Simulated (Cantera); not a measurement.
## Equilibrium for sublimation and decomposition of ceramics: BN + H2

Charge: 1 mol BN, 3.6 mol H2.

Equilibrium computed with Cantera from the NASA thermochemical tables; the gas is ideal and each condensed phase is pure. Candidate condensed phases: B, BN; 15 gas species. Mutual solubility and eutectic melting of coexisting phases are not modelled. Equilibrium is a limit: real reactors are often held back by kinetics, nucleation or transport.

Stable condensed phases:

```
T in K \ P in Pa
               1     7.2      52     370    2700   19000  140000 1000000
   2825        A       A       A       A       B       B       B       B
   2775        A       A       A       A       B       B       B       C
   2725        A       A       A       A       B       B       B       C
   2675        A       A       A       B       B       B       B       C
   2625        A       A       A       B       B       B       B       C
   2575        A       A       A       B       B       B       C       C
   2525        A       A       A       B       B       B       C       C
   2475        A       A       B       B       B       B       C       C
   2425        A       A       B       B       B       B       C       C
```

A: gas only; B: B; C: B + BN.
